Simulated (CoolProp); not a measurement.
Model: reference Helmholtz-energy equation of state, Lemmon 2006, in CoolProp. It is a short technical equation, of lower accuracy than the large ones.

### Question
For carbonyl sulfide, give the phase and the speed of sound (m/s), isothermal compressibility (1/MPa) at 254.9 K and 2.02 MPa.

### Answer
- 254.9 K and 2.02 MPa: liquid; speed of sound 894, isothermal compressibility 0.00197
